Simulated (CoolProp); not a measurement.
Water along the isotherm 666.4 K: Z from the reference equation and from simpler models built on Tc = 647.1 K, pc = 22.06 MPa, ω = 0.344; each cubic takes its own stable root.

Values from CoolProp's reference Helmholtz-energy equation of state, Wagner 2002.

```csv
p (MPa),phase,reference,Redlich-Kwong,Soave-Redlich-Kwong,Peng-Robinson
0.316,gas,0.9957,0.9955,0.9956,0.9951
0.72,gas,0.9902,0.9897,0.9899,0.9887
1.64,gas,0.9775,0.9764,0.9769,0.9741
3.73,gas,0.9472,0.9453,0.9464,0.9402
8.48,gas,0.8707,0.8693,0.8723,0.8587
19.3,gas,0.6350,0.6455,0.6583,0.6312
43.9,supercritical,0.2500,0.3641,0.3733,0.3385
100,supercritical,0.4626,0.6552,0.6613,0.5955
```
